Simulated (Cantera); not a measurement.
A Cantera script and what it prints.

```python
import numpy as np
import cantera as ct

gas_names = """
    H H2 N NH NH2 NH3 N2 N2H2 N2H4 Si SiH SiH2 SiH3 SiH4 SiN Si2 Si2N Si3
""".split()
cond_names = """
    Si(cr) Si(L) Si3N4(a)
""".split()


# ... load() reads the species with a 1 bar reference pressure and builds the phases ...
atoms = {
    'SiH4': {'Si': 1, 'H': 4},
    'NH3': {'N': 1, 'H': 3},
    'H2': {'H': 2},
    'N2': {'N': 2},
}
top_T = {'Si3N4(a)': 2400}  # K; cautious upper limits of use, not melting points


# ... equilibrate(T, P, feed) seeds the gas with the atoms and calls Mixture.equilibrate('TP', solver="vcs", rtol=1e-11, max_steps=5000) ...
results = []
feed = {'SiH4': 1, 'NH3': 2.4, 'H2': 0.59, 'N2': 1.6}  # mol
T = 848.15  # K
P = 100000  # Pa
mix = equilibrate(T, P, feed)
results.append((T, P, feed, dict(zip(mix.species_names, mix.species_moles))))
x = sorted(zip(gas.X, gas.species_names), reverse=True)
print(f"T = {T:g} K  P = {P:g} Pa  gas = {mix.phase_moles(0):.4g} mol")
print("   x: " + "  ".join(f"{s} {v:.3e}" for v, s in x if v > 0.0001))
print("   condensed (mol): " + ("  ".join(f"{mix.phase(i).name} {mix.phase_moles(i):.4g}"
      for i in range(1, mix.n_phases) if mix.phase_moles(i) > 1e-12) or "none"))
```

Result:

```
T = 848.15 K  P = 100000 Pa  gas = 8.318 mol
   x: H2 7.432e-01  N2 2.562e-01  NH3 6.121e-04
   condensed (mol): Si3N4(a) 0.3333
```

Method: chemical equilibrium by Gibbs-energy minimisation in Cantera with the NASA 1993 tables (ideal gas, pure condensed phases).
